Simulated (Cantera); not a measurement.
Moist CO burnout

An isothermal, constant-pressure homogeneous reactor starts with 1.66 % CO, 5.91 % O₂, 0.138 % H₂O, 92.3 % N₂, at 1000 K and 1.09 atm.

Cantera simulation using GRI-Mech 3.0 (53 species, 325 reactions); the numbers are that mechanism's predictions, not measurements.

| t (s) | x CO | x O₂ | x H₂O | x N₂O | x O | x HO₂ | x H₂ |
|---|---|---|---|---|---|---|---|
| 0.000200 | 0.0166 | 0.0591 | 0.00138 | <1e-12 | 2.24e-10 | 1.48e-12 | <1e-12 |
| 0.000971 | 0.0166 | 0.0591 | 0.00138 | <1e-12 | 9.63e-10 | 4.82e-11 | <1e-12 |
| 0.00472 | 0.0166 | 0.0591 | 0.00138 | 1.28e-12 | 2.95e-9 | 8.94e-10 | 1.28e-12 |
| 0.0229 | 0.0166 | 0.0591 | 0.00138 | 1.62e-11 | 8.17e-9 | 1.15e-8 | 3.67e-11 |
| 0.111 | 0.0166 | 0.0591 | 0.00138 | 1.40e-9 | 3.44e-7 | 7.79e-7 | 2.72e-8 |
| 0.540 | 0.0152 | 0.0584 | 0.00138 | 6.43e-8 | 1.09e-6 | 2.55e-6 | 5.38e-6 |
| 2.62 | 0.00879 | 0.0554 | 0.00138 | 3.46e-7 | 8.94e-7 | 2.24e-6 | 5.23e-6 |
| 12.7 | 0.000881 | 0.0516 | 0.00139 | 8.22e-7 | 2.29e-7 | 7.78e-7 | 4.50e-7 |
| 61.8 | 5.22e-6 | 0.0512 | 0.00140 | 8.36e-7 | 2.53e-9 | 2.43e-8 | 9.74e-10 |
| 300 | 1.77e-11 | 0.0512 | 0.00140 | 3.82e-7 | 2.78e-10 | 1.04e-10 | 2.06e-12 |
x: mole fraction; the columns are a selection and need not sum to one.

Equilibrium at this temperature and pressure: CO 4.33e-12, O₂ 0.0512, H₂O 0.00140, N₂O 1.58e-9, O 3.41e-11, HO₂ 3.91e-11, H₂ <1e-12 (gas phase only).
